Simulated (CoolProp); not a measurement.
A single-stage vapour-compression cycle with R134a: evaporating at 222.15 K (dew point), condensing at 281.15 K (bubble point), superheat 8 K, subcooling 2 K, compressor efficiency 0.7, no pressure losses. Each further row changes one setting.

Values from CoolProp's reference Helmholtz-energy equation of state, Tillner-Roth 1994.

```csv
case,cooling COP,pressure ratio,discharge temperature (K),refrigerating effect (kJ/kg),volumetric capacity (kJ/m³)
as stated,2.08,14.0,333.9,165,248
evaporating temperature 227.15 K,2.38,10.5,328.2,168,330
condensing temperature 276.15 K,2.33,11.7,326.7,171,258
subcooling 7 K,2.17,14.0,333.9,171,258
superheat 18 K,2.08,14.0,345.3,172,247
compressor efficiency 0.6,1.78,14.0,347.8,165,248
```
